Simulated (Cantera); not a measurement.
A diamond (100) surface in a fixed gas of H2 with x(CH4) = 0.005, x(H) = 0.0047, x(CH3) = 0.0014, 0.240 bar; coverages are run to steady state.

Model: the Harris–Goodwin 1993 mechanism for the reconstructed diamond (100) surface, integrated in Cantera.

One state of this run: growth (µm/h) = 192; θ c6HH = 0.460; θ c6H* = 0.0219; θ c6*H = 0.364; θ c6** = 0.0125; θ c6HM = 0.0954. θ: site fractions in the mechanism's names (c6HH fully hydrogenated, c6H* and c6*H radical sites, c6** diradical, c6HM methylated).

Q: Which value of T (K) does it belong to?
A. 925
B. 1275
C. 1075
D. 1175

A: C, 1075
